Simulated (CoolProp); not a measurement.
A single-stage vapour-compression cycle with the fluid: evaporating at 302.15 K (dew point), condensing at 332.15 K (bubble point), superheat 5 K, subcooling 0 K, compressor efficiency 0.85, no pressure losses. The same conditions are run with several fluids, on thermodynamics alone (safety and materials aside).

Computed with CoolProp (reference Helmholtz-energy equation of state of each fluid (propyne: Polt 1992; n-pentane: Thol 2019; R1336mzz(E): Akasaka 2023; cyclohexane: Zhou 2014; n-perfluoropentane: Gao 2022; tetrahydrofuran: Fiedler 2023)). The equations of Platzer and Polt are older, rougher fits.

```
fluid               cooling COP  pressure ratio  discharge temperature (K)  refrigerating effect (kJ/kg)  volumetric capacity (kJ/m³)
------------------  -----------  --------------  -------------------------  ----------------------------  ---------------------------
propyne                    7.44            2.16                      349.3                           393                         4530
n-pentane                  7.57            2.64                      332.6                           300                          694
R1336mzz(E)                7.10            2.50                      332.2                           108                         1680
cyclohexane                7.85            3.23                      339.1                           338                          175
n-perfluoropentane         6.66            2.68                      332.1                          62.3                          742
tetrahydrofuran            7.94            3.13                      350.2                           394                          289
```

The compression ends wet for: R1336mzz(E); n-perfluoropentane.
